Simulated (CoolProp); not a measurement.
Vapour-liquid equilibrium of C3F8 (R218) (1) + c-C4F8 (RC318) (2) at 0.222 MPa; x and y are mole fractions of (1).

The numbers come from the multi-fluid Helmholtz-energy mixture model, Lemmon 2006 and Platzer 1990; pair parameters Bell 2016 in CoolProp. This equation is an older, rougher fit; its heat capacities, sound speeds and derivatives of the liquid may be far off and weren't checked against measurements.

| x | bubble temperature, mixture model (°C) | bubble temperature, Raoult's law (°C) | y, mixture model | y, Raoult's law |
|---|---|---|---|---|
| 0.05 | 14.0 | 12.0 | 0.074 | 0.136 |
| 0.15 | 11.7 | 7.2 | 0.240 | 0.351 |
| 0.25 | 8.7 | 2.9 | 0.410 | 0.512 |
| 0.35 | 5.0 | -0.9 | 0.567 | 0.635 |
| 0.45 | 0.9 | -4.2 | 0.698 | 0.730 |
| 0.55 | -3.2 | -7.3 | 0.799 | 0.805 |
| 0.65 | -7.1 | -10.0 | 0.874 | 0.865 |
| 0.75 | -10.6 | -12.5 | 0.927 | 0.914 |
| 0.85 | -13.8 | -14.8 | 0.964 | 0.953 |
| 0.95 | -16.6 | -16.8 | 0.990 | 0.986 |

The largest gap from Raoult's law is +5.9 K in bubble temperature, at x = 0.35. No azeotrope shows between x = 0.05 and 0.95.

Pair parameters are fitted to limited data, so mixtures are less certain than the pure fluids.
